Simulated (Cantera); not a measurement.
Equilibrium for fluorocarbon and chlorocarbon gases: C₂F₆ + F₂

Input: 1 mol C₂F₆, 1.2 mol F₂, equilibrated at 750 Torr.

Cantera equilibrium calculation (NASA polynomials, part measured and part estimated; ideal gas, pure solids and liquids). Candidate condensed phases: C; 13 gas species. The feed counts by its element totals alone. The tables' values for C₂F₄ are old estimates; treat these amounts as uncertain. Condensed phases not in the tables: fluorocarbon polymer. Gases not in the tables: C₂F₆ and larger saturated fluorocarbons. The numbers say what is thermodynamically allowed, not how fast it happens.

| T (K) | x CF₄ | x F | x CF₂ | x F₂ | x CF₃ | x CF |
|---|---|---|---|---|---|---|
| 698 | 0.909 | 0.000417 | <1e-12 | 0.0907 | <1e-12 | <1e-12 |
| 898 | 0.905 | 0.00934 | <1e-12 | 0.0858 | <1e-12 | <1e-12 |
| 1098 | 0.883 | 0.0580 | <1e-12 | 0.0593 | <1e-12 | <1e-12 |
| 1298 | 0.849 | 0.132 | <1e-12 | 0.0188 | <1e-12 | <1e-12 |
| 1498 | 0.836 | 0.160 | <1e-12 | 0.00352 | 3.05e-10 | <1e-12 |
| 1698 | 0.834 | 0.165 | 2.56e-11 | 0.000768 | 5.01e-8 | <1e-12 |
| 1898 | 0.834 | 0.166 | 2.27e-8 | 0.000222 | 2.85e-6 | <1e-12 |
| 2098 | 0.833 | 0.167 | 5.49e-6 | 8.04e-5 | 7.51e-5 | 7.61e-11 |
| 2298 | 0.830 | 0.168 | 0.000497 | 3.53e-5 | 0.00110 | 9.27e-8 |
| 2498 | 0.778 | 0.199 | 0.0150 | 2.41e-5 | 0.00842 | 2.12e-5 |
| 2698 | 0.546 | 0.339 | 0.0910 | 3.83e-5 | 0.0237 | 0.000489 |
| 2898 | 0.206 | 0.551 | 0.211 | 5.96e-5 | 0.0290 | 0.00349 |
| 3098 | 0.0342 | 0.666 | 0.268 | 5.50e-5 | 0.0168 | 0.0150 |
x: gas mole fraction; nothing condenses.

From 698 K to 3098 K nothing is condensed. The main C-bearing gas is CF₄ at 698 K and CF₂ at 3098 K.
